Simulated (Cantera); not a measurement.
Input (Python, Cantera):

```python
import numpy as np
import cantera as ct

gas = ct.Solution("gri30.yaml")
gas.TP = 300, 62000
flame = ct.CounterflowDiffusionFlame(gas, width=0.02)
flame.fuel_inlet.X, flame.fuel_inlet.T = {'CO': 1, 'H2': 1.4, 'CH4': 0.097}, 375
flame.oxidizer_inlet.X, flame.oxidizer_inlet.T = {'O2': 0.28, 'N2': 0.72}, 423
flame.set_refine_criteria(ratio=3, slope=0.12, curve=0.24, prune=0.03)
show = ['OH', 'H', 'NO', 'CO', 'C2H2']

rows = []
print(f"{'mdot':>8s}{'a_max':>10s}{'a_mean':>10s}{'Tmax/K':>9s}" + "".join(f"{s:>11s}" for s in show) + "   (peak mole fractions)")
for i, mdot in enumerate([0.37, 0.54, 0.78, 1.1, 1.7, 2.4, 3.5, 5.1, 7.3]):  # kg/m2/s on the oxidiser side
    flame.oxidizer_inlet.mdot, flame.fuel_inlet.mdot = mdot, 0.8 * mdot
    flame.solve(loglevel=0, auto=(i == 0))
    if flame.T.max() < max(375, 423) + 100:
        print(f"{mdot:8.3g}  no burning solution found from the previous one")
        break
    dT = np.abs(np.gradient(flame.T, flame.grid))
    rows.append([flame.strain_rate("max"), flame.strain_rate("mean"), flame.T.max(),
                 *(flame.X[gas.species_index(s)].max() for s in show), max(dT[0], dT[-1]) / dT.max()])
    print(f"{mdot:8.3g}{rows[-1][0]:10.1f}{rows[-1][1]:10.1f}{rows[-1][2]:9.1f}" + "".join(f"{x:11.3e}" for x in rows[-1][3:-1]))
```

Result:

```
    mdot     a_max    a_mean   Tmax/K         OH          H         NO         CO       C2H2   (peak mole fractions)
    0.37     424.0      93.4   2351.6  2.310e-02  1.778e-02  2.725e-04  4.374e-01  1.652e-03
    0.54     595.8     136.3   2298.3  2.293e-02  1.979e-02  1.799e-04  4.354e-01  1.652e-03
    0.78     815.9     196.9   2242.3  2.269e-02  2.186e-02  1.230e-04  4.351e-01  1.646e-03
     1.1    1093.8     277.7   2187.1  2.219e-02  2.389e-02  8.883e-05  4.346e-01  1.628e-03
     1.7    1632.6     429.2   2114.8  2.124e-02  2.642e-02  6.113e-05  4.336e-01  1.590e-03
     2.4    2250.1     605.9   2061.6  2.047e-02  2.854e-02  4.745e-05  4.340e-01  1.563e-03
     3.5    3206.3     883.6   2003.6  1.936e-02  3.079e-02  3.615e-05  4.336e-01  1.512e-03
     5.1    4574.1    1287.5   1945.9  1.808e-02  3.288e-02  2.710e-05  4.330e-01  1.417e-03
     7.3    6422.8    1842.9   1889.9  1.658e-02  3.455e-02  1.977e-05  4.333e-01  1.253e-03
```

Computed with Cantera and GRI-Mech 3.0 (53 species, 325 reactions). GRI-Mech 3.0 has no aromatics or soot, which form on the fuel side of real flames. The maximum strain rate includes the flame's own expansion and is several times the mean.
